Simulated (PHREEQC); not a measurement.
Dissolve 0.004 mol/kgw H2S, 0.022 mol/kgw HCl and 0.016 mol/kgw FeCl2 at 30 °C. Closed to the air; pH follows from the charge balance.

Equilibrium calculation in PHREEQC: ion-association model, wateq4f.dat.

No solid was allowed to form.

Task: Predict the pH.

Result: pH 1.73.

Task: In which forms is Fe present?

Result: Fe+2 97 %, FeCl+ 3.1 % of the Fe.

The polysulfide entries of wateq4f.dat were taken out for this run.
